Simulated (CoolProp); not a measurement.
CH2F2 (R32) at 317.57 K and 4.06 MPa flows at 20 m/s in a round tube of 6 mm bore and 0.25 µm roughness, fully developed (64/Re and Nu = 3.66 if laminar; Colebrook and Gnielinski if turbulent). Each further row changes one setting.

Model: reference Helmholtz-energy equation of state, Tillner-Roth 1997, in CoolProp.

```
case             Reynolds number  Darcy friction factor  pressure drop (Pa/m)  heat-transfer coefficient (W/(m² K))  mass flow (kg/h)
---------------  ---------------  ---------------------  --------------------  ------------------------------------  ----------------
as stated                    ___                    ___                362000                                 49000               ___
velocity 40 m/s          2350000                    ___                   ___                                 92000               ___
diameter 12 mm           2350000                 0.0109                   ___                                   ___              7210
```

Fill in the missing entries.


- as stated, Reynolds number: 1180000
- as stated, Darcy friction factor: 0.0123
- as stated, mass flow (kg/h): 1800
- velocity 40 m/s, Darcy friction factor: 0.0114
- velocity 40 m/s, pressure drop (Pa/m): 1350000
- velocity 40 m/s, mass flow (kg/h): 3600
- diameter 12 mm, pressure drop (Pa/m): 160000
- diameter 12 mm, heat-transfer coefficient (W/(m² K)): 43800

Viscosity comes from a separate model (Bell 2016), an estimate that may be off by 10 % or more. Thermal conductivity comes from a separate model (Huber 2003), an estimate that may be off by 10 % or more.
